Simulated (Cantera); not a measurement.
Hydrocarbon pyrolysis for carbon deposition

An isothermal, constant-pressure homogeneous reactor starts with C2H4 : H2 = 1 : 99 (molar parts), at 1925 K and 13300 Pa.

Model: GRI-Mech 3.0 (53 species, 325 reactions), integrated in Cantera. GRI-Mech 3.0 was tuned for natural gas; its chemistry of ethylene as a main component is partial and can be far from experiment. GRI-Mech 3.0 stops at C3 and has no aromatics, soot or wall deposition, so with more carbon than oxygen in the feed, carbon stays in small species such as C2H2 where larger ones or solid carbon would form.

```json
[
 {"t (s)": "4.00e-6", "x C2H4": "0.00996", "x H2": "0.990", "x CH4": "4.16e-11", "x CH2": "8.33e-12", "x H": "5.29e-7"},
 {"t (s)": "1.89e-5", "x C2H4": "0.00980", "x H2": "0.990", "x CH4": "3.15e-9", "x CH2": "9.36e-11", "x H": "2.61e-6"},
 {"t (s)": "8.94e-5", "x C2H4": "0.00909", "x H2": "0.990", "x CH4": "6.27e-8", "x CH2": "5.02e-10", "x H": "1.22e-5"},
 {"t (s)": "0.000423", "x C2H4": "0.00618", "x H2": "0.990", "x CH4": "6.73e-7", "x CH2": "1.51e-9", "x H": "5.18e-5"},
 {"t (s)": "0.00200", "x C2H4": "0.000691", "x H2": "0.990", "x CH4": "3.19e-6", "x CH2": "5.19e-10", "x H": "0.000157"},
 {"t (s)": "0.00946", "x C2H4": "1.77e-5", "x H2": "0.990", "x CH4": "3.94e-6", "x CH2": "6.57e-11", "x H": "0.000484"},
 {"t (s)": "0.0447", "x C2H4": "1.44e-5", "x H2": "0.988", "x CH4": "8.44e-6", "x CH2": "7.34e-10", "x H": "0.00170"},
 {"t (s)": "0.211", "x C2H4": "1.34e-5", "x H2": "0.987", "x CH4": "5.72e-5", "x CH2": "1.00e-8", "x H": "0.00262"},
 {"t (s)": "1.00", "x C2H4": "1.33e-5", "x H2": "0.987", "x CH4": "0.000237", "x CH2": "4.12e-8", "x H": "0.00262"}
]
```
x: mole fraction; the columns are a selection and need not sum to one.

Equilibrium at this temperature and pressure: C2H4 1.32e-5, H2 0.987, CH4 0.000313, CH2 5.41e-8, H 0.00262 (gas phase only).
